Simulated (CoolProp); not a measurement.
Toluene along the isobar 3590 kPa: density (kg/m³) from the reference equation and from simpler models built on Tc = 318.6 °C, pc = 4126 kPa, ω = 0.266; each cubic takes its own stable root.

Model: reference Helmholtz-energy equation of state, Lemmon 2006, in CoolProp. It is a short technical equation, of lower accuracy than the large ones.

```json
[
 {"T (°C)": "-25.45", "phase": "liquid", "reference": "911.0", "van der Waals": "533.0", "Soave-Redlich-Kwong": "801.0", "Peng-Robinson": "898.4"},
 {"T (°C)": "6.15", "phase": "liquid", "reference": "882.2", "van der Waals": "519.9", "Soave-Redlich-Kwong": "782.5", "Peng-Robinson": "878.9"},
 {"T (°C)": "37.75", "phase": "liquid", "reference": "853.3", "van der Waals": "506.0", "Soave-Redlich-Kwong": "761.9", "Peng-Robinson": "857.0"},
 {"T (°C)": "69.35", "phase": "liquid", "reference": "823.8", "van der Waals": "491.3", "Soave-Redlich-Kwong": "738.9", "Peng-Robinson": "832.4"},
 {"T (°C)": "100.95", "phase": "liquid", "reference": "793.5", "van der Waals": "475.4", "Soave-Redlich-Kwong": "713.2", "Peng-Robinson": "804.5"},
 {"T (°C)": "132.55", "phase": "liquid", "reference": "761.7", "van der Waals": "458.1", "Soave-Redlich-Kwong": "684.1", "Peng-Robinson": "772.8"},
 {"T (°C)": "164.15", "phase": "liquid", "reference": "727.8", "van der Waals": "439.0", "Soave-Redlich-Kwong": "650.9", "Peng-Robinson": "736.1"},
 {"T (°C)": "195.75", "phase": "liquid", "reference": "690.6", "van der Waals": "417.4", "Soave-Redlich-Kwong": "612.4", "Peng-Robinson": "693.1"},
 {"T (°C)": "227.35", "phase": "liquid", "reference": "648.4", "van der Waals": "392.0", "Soave-Redlich-Kwong": "566.4", "Peng-Robinson": "641.0"},
 {"T (°C)": "258.95", "phase": "liquid", "reference": "597.2", "van der Waals": "359.8", "Soave-Redlich-Kwong": "508.5", "Peng-Robinson": "574.6"},
 {"T (°C)": "290.55", "phase": "liquid", "reference": "523.9", "van der Waals": "309.0", "Soave-Redlich-Kwong": "424.5", "Peng-Robinson": "477.2"}
]
```
